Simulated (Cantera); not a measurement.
Input (Python, Cantera) and output of one run.

```python
import numpy as np
import cantera as ct

gas_names = [...]  # 136 gases of nasa_gas.yaml made of C, H, N, O
cond_names = """
    C(gr) C6H6(L) C7H8(L) C8H18(L),n-octa H2O(s) H2O(L)
""".split()


# ... load() reads the species with a 1 bar reference pressure and builds the phases ...
atoms = {
    'C2H6': {'C': 2, 'H': 6},
    'CO2': {'C': 1, 'O': 2},
    'H2': {'H': 2},
    'NH3': {'N': 1, 'H': 3},
}
top_T = {'C(gr)': 4500}  # K; cautious upper limits of use, not melting points


# ... equilibrate(T, P, feed) seeds the gas with the atoms and calls Mixture.equilibrate('TP', solver="vcs", rtol=1e-11, max_steps=5000) ...
results = []
feed = {'C2H6': 1, 'CO2': 2.4, 'H2': 80, 'NH3': 0.021}  # mol
P = 1400  # Pa
for T in [1150, 1350, 1550, 1750, 1950, 2150, 2350, 2550, 2750, 2950]:
    mix = equilibrate(T, P, feed)
    results.append((T, P, feed, dict(zip(mix.species_names, mix.species_moles))))

top = {s: max(r[3][s] / sum(r[3][g] for g in gas_names) for r in results) for s in gas_names}
cols = sorted((s for s in top if top[s] > 1e-06), key=lambda s: -top[s])[:7]
seen = [c for c in cond_names if any(r[3].get(c, 0) > 1e-12 for r in results)]
print("log10 of partial pressures in bar; condensed amounts in mol")
print(f"{'T/K':>10s}" + "".join(f"{s[:9]:>10s}" for s in cols + seen))
for T, P, feed, n in results:
    ng = sum(n[g] for g in gas_names)
    print(f"{T:10.4g}" + "".join(f"{np.log10(max(n[s] / ng * P / 1e5, 1e-99)):10.3f}" for s in cols)
          + "".join(f"{n.get(c, 0):10.4g}" for c in seen))
```

Result:

```
log10 of partial pressures in bar; condensed amounts in mol
       T/K        H2         H        CO       H2O         O        OH       CO2
      1150    -1.878    -8.066    -3.154    -4.212   -18.781   -12.619    -5.563
      1350    -1.878    -6.562    -3.153    -4.205   -15.392   -10.678    -5.773
      1550    -1.879    -5.441    -3.153    -4.202   -12.872    -9.238    -5.923
      1750    -1.879    -4.573    -3.153    -4.200   -10.924    -8.126    -6.033
      1950    -1.883    -3.882    -3.155    -4.201    -9.372    -7.242    -6.117
      2150    -1.894    -3.322    -3.160    -4.208    -8.105    -6.525    -6.183
      2350    -1.924    -2.866    -3.174    -4.228    -7.046    -5.934    -6.239
      2550    -1.993    -2.502    -3.204    -4.283    -6.147    -5.452    -6.297
      2750    -2.126    -2.228    -3.256    -4.421    -5.394    -5.094    -6.386
      2950    -2.351    -2.045    -3.322    -4.756    -4.850    -4.946    -6.591
```

These are equilibrium values from Cantera (NASA tables, ideal gas, pure condensed phases), not measurements of a reactor.
